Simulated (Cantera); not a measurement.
A closed system holds: 1 mol HBr, 2.5 mol H₂O, 6.9 mol O₂, held at 1.00 bar.

These are equilibrium values from Cantera (NASA tables, ideal gas, pure condensed phases), not measurements of a reactor. Candidate condensed phases: Br₂, H₂O; 12 gas species. Equilibrium is a limit: real reactors are often held back by kinetics, nucleation or transport. All values below are at 2848 K.

Base state: O₂ 0.560, H₂O 0.216, Br 0.0788, OH 0.0704, O 0.0489, HBr 0.0104, H 0.00838, H₂ 0.00753 (mole fractions); condensed: gas only.

Question: What changes in the equilibrium state with this change: 0.034 mol N₂ added?

Answer: 
| species | before | after |
|---|---|---|
| O₂ | 0.560 | 0.557 |
| H₂O | 0.216 | 0.215 |
| Br | 0.0788 | 0.0786 |
| NO | 0 | 0.00287 |
| N₂ | 0 | 0.00159 |
| HBr | 0.0104 | 0.0104 |
| OH | 0.0704 | 0.0702 |
| O | 0.0489 | 0.0488 |
| Br₂ | 3.23e-5 | 3.21e-5 |
| HO₂ | 9.73e-5 | 9.68e-5 |
| H₂ | 0.00753 | 0.00753 |
| H | 0.00838 | 0.00838 |

Question: What changes in the equilibrium state with this change: HBr replaced by HI?

Answer: 
```csv
species,before,after
O₂,0.560,0.556
H₂O,0.216,0.219
I,0,0.0880
Br,0.0788,0
HBr,0.0104,0
OH,0.0704,0.0708
O,0.0489,0.0488
HI,0,0.000988
Br₂,3.23e-5,0
I₂,0,1.34e-5
H₂,0.00753,0.00768
```
Further candidate phases: I₂.
